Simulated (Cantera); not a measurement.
MgSO4 + C + CO2 (calcination and drying)

Charge: 1 mol MgSO4, 0.65 mol C, 3.2 mol CO2, held at 0.0100 bar.

Equilibrium computed with Cantera from the NASA thermochemical tables; the gas is ideal and each condensed phase is pure. Candidate condensed phases: C, Mg, MgCO3, MgO, MgS, MgSO4, S; 26 gas species. Gases not in the tables: S3 to S7. The numbers say what is thermodynamically allowed, not how fast it happens.

```json
[
 {"T (°C)": "702", "x CO2": "0.802", "x SO2": "0.179", "x CO": "0.00318", "x S2": "0.0145", "x O2": "<1e-12", "x SO": "2.11e-5", "x O": "<1e-12", "n MgO(s)": "1.00"},
 {"T (°C)": "802", "x CO2": "0.794", "x SO2": "0.182", "x CO": "0.00972", "x S2": "0.0128", "x O2": "<1e-12", "x SO": "8.31e-5", "x O": "<1e-12", "n MgO(s)": "1.00"},
 {"T (°C)": "902", "x CO2": "0.779", "x SO2": "0.188", "x CO": "0.0228", "x S2": "0.00953", "x O2": "1.06e-11", "x SO": "0.000249", "x O": "<1e-12", "n MgO(s)": "1.00"},
 {"T (°C)": "1002", "x CO2": "0.756", "x SO2": "0.197", "x CO": "0.0413", "x S2": "0.00488", "x O2": "2.83e-10", "x SO": "0.000572", "x O": "1.88e-11", "n MgO(s)": "1.00"},
 {"T (°C)": "1102", "x CO2": "0.739", "x SO2": "0.203", "x CO": "0.0559", "x S2": "0.00121", "x O2": "7.00e-9", "x SO": "0.000943", "x O": "5.32e-10", "n MgO(s)": "1.00"},
 {"T (°C)": "1202", "x CO2": "0.734", "x SO2": "0.205", "x CO": "0.0600", "x S2": "0.000157", "x O2": "1.67e-7", "x SO": "0.00117", "x O": "1.17e-8", "n MgO(s)": "1.00"},
 {"T (°C)": "1302", "x CO2": "0.733", "x SO2": "0.205", "x CO": "0.0604", "x S2": "2.05e-5", "x O2": "3.00e-6", "x SO": "0.00132", "x O": "1.85e-7", "n MgO(s)": "1.00"},
 {"T (°C)": "1402", "x CO2": "0.733", "x SO2": "0.205", "x CO": "0.0605", "x S2": "3.36e-6", "x O2": "3.84e-5", "x SO": "0.00145", "x O": "2.12e-6", "n MgO(s)": "1.000"},
 {"T (°C)": "1502", "x CO2": "0.733", "x SO2": "0.204", "x CO": "0.0610", "x S2": "7.03e-7", "x O2": "0.000362", "x SO": "0.00160", "x O": "1.82e-5", "n MgO(s)": "1.000"},
 {"T (°C)": "1602", "x CO2": "0.727", "x SO2": "0.204", "x CO": "0.0647", "x S2": "2.20e-7", "x O2": "0.00237", "x SO": "0.00186", "x O": "0.000117", "n MgO(s)": "1.000"},
 {"T (°C)": "1702", "x CO2": "0.708", "x SO2": "0.202", "x CO": "0.0781", "x S2": "1.43e-7", "x O2": "0.00941", "x SO": "0.00245", "x O": "0.000534", "n MgO(s)": "1.000"}
]
```
x: gas mole fraction; n: condensed amount in mol.

From 702 °C to 1702 °C the condensed part is MgO(s).
